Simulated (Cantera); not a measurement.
Input: 1 mol PbO, 1.7 mol H₂, 38 mol N₂, at 24000 Pa.

Cantera equilibrium calculation (NASA polynomials, part measured and part estimated; ideal gas, pure solids and liquids). Candidate condensed phases: H₂O, Pb, PbO, PbO₂, Pb₃O₄; 27 gas species. The numbers say what is thermodynamically allowed, not how fast it happens.

### Question
At 600 °C, list the 3 most abundant gas species with their mole fractions, and the condensed phases.

### Answer
N₂ 0.957, H₂O 0.0252, H₂ 0.0176. Condensed: Pb(l).
